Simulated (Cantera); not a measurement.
**Premixed flame**

A freely propagating, adiabatic, planar premixed flame of H₂ : O₂ : N₂ = 1 : 0.2 : 0.752 (molar parts), unburnt at 450 K and 20000 Pa; mixture-averaged transport, grid criteria slope 0.08 and curve 0.16, no radiation.

Detailed kinetics in Cantera: the H2/O2 subset of GRI-Mech 3.0, which has no nitrogen chemistry. Burning velocities carry a grid error of a few per cent, more on coarse grids.

| z (mm) | T (K) | u (m/s) | x H₂ | x O₂ | x H₂O | x OH | x O | x H |
|---|---|---|---|---|---|---|---|---|
| -10.3 | 450 | 4.32 | 0.512 | 0.102 | <1e-8 | <1e-8 | <1e-8 | <1e-8 |
| -6.88 | 450 | 4.32 | 0.512 | 0.102 | <1e-8 | <1e-8 | <1e-8 | <1e-8 |
| -5.16 | 450 | 4.32 | 0.512 | 0.102 | <1e-8 | <1e-8 | <1e-8 | <1e-8 |
| -3.44 | 450 | 4.32 | 0.512 | 0.102 | 2.28e-8 | <1e-8 | <1e-8 | 1.25e-8 |
| -1.72 | 469 | 4.49 | 0.510 | 0.102 | 0.000872 | 5.70e-5 | 9.18e-6 | 0.000235 |
| -0.860 | 675 | 6.34 | 0.481 | 0.0966 | 0.0180 | 0.000314 | 0.000159 | 0.00958 |
| 0 | 1049 | 9.59 | 0.375 | 0.0601 | 0.0981 | 0.00101 | 0.00222 | 0.0600 |
| 0.860 | 1283 | 11.7 | 0.287 | 0.00901 | 0.197 | 0.00144 | 0.00148 | 0.0989 |
| 1.72 | 1370 | 12.4 | 0.278 | 0.000867 | 0.214 | 0.00138 | 0.000542 | 0.0980 |
| 3.44 | 1460 | 13.2 | 0.285 | 0.000166 | 0.216 | 0.00163 | 0.000438 | 0.0866 |
| 6.88 | 1561 | 14.0 | 0.295 | 0.000129 | 0.218 | 0.00185 | 0.000382 | 0.0720 |
| 13.8 | 1668 | 14.8 | 0.305 | 9.34e-5 | 0.220 | 0.00192 | 0.000287 | 0.0563 |
| 27.5 | 1767 | 15.6 | 0.315 | 5.75e-5 | 0.222 | 0.00178 | 0.000183 | 0.0414 |
x: mole fraction of selected species; z is measured from the peak of heat release.

```json
{
  "laminar_burning_velocity": "432 cm/s",
  "thermal_thickness": "3.44 mm",
  "peak x(OH)": "0.00192",
  "peak x(O)": "0.00266",
  "peak x(H)": "0.100",
  "grid_points": "145"
}
```
